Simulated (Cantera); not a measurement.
Silicon oxide and oxynitride deposition: Si₂H₆ + N₂O

Input: 1 mol Si₂H₆, a varied amount of N₂O, at 16.0 Pa.

Equilibrium computed with Cantera from the NASA thermochemical tables; the gas is ideal and each condensed phase is pure. Candidate condensed phases: H₂O, Si, SiO₂, Si₂N₂O, Si₃N₄; 35 gas species. The feed counts by its element totals alone. The tables hold silica as quartz up to 1696 K and as liquid above; real silica turns to tridymite and cristobalite and melts near 1996 K. The numbers say what is thermodynamically allowed, not how fast it happens.

### Question
Map the stable condensed phases over T = 1452, 1477, 1502, 1527, 1552, 1577, 1602, 1627, 1652, 1677, 1702, 1727 °C and n(N₂O) in mol = 0.21, 0.28, 0.39, 0.53, 0.72, 0.98, 1.3, 1.8, 2.5, 3.4.

### Answer
```
T in °C \ n(N₂O) in mol
         0.21 0.28 0.39 0.53 0.72 0.98  1.3  1.8  2.5  3.4
   1727     A    A    A    B    B    B    B    B    B    B
   1702     A    A    A    A    A    B    B    B    B    B
   1677     A    A    A    A    A    A    B    B    B    C
   1652     A    A    A    A    A    A    B    B    B    C
   1627     A    A    A    A    A    A    A    B    B    C
   1602     A    A    A    A    A    A    A    B    B    C
   1577     A    A    A    A    A    A    A    B    C    C
   1552     A    A    A    A    A    A    A    B    C    C
   1527     A    A    A    A    A    A    A    A    C    C
   1502     A    A    A    A    A    A    A    A    C    C
   1477     A    A    A    A    A    A    A    A    C    C
   1452     A    A    A    A    A    A    A    A    C    C
```
A: Si; B: gas only; C: SiO₂.
